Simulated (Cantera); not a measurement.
Charge: 1 mol CuO, 380 mol H2, at 1252 °C and 150000 Pa.

Cantera equilibrium calculation (NASA polynomials, part measured and part estimated; ideal gas, pure solids and liquids). Candidate condensed phases: Cu, CuO, Cu(OH)2, Cu2O, H2O; 12 gas species. Kinetics and transport are ignored.

Base state: H2 0.997, H2O 0.00263, H 1.93e-5 (mole fractions); condensed: Cu(l).

### Question
What changes in the equilibrium state with this change: pressure from 150000 Pa to 133 Pa?

### Answer
```csv
species,before,after
H2,0.997,0.994
H2O,0.00263,0.00262
Cu,8.29e-6,0.00262
H,1.93e-5,0.000646
"Cu(l), mol",0.997,0
```
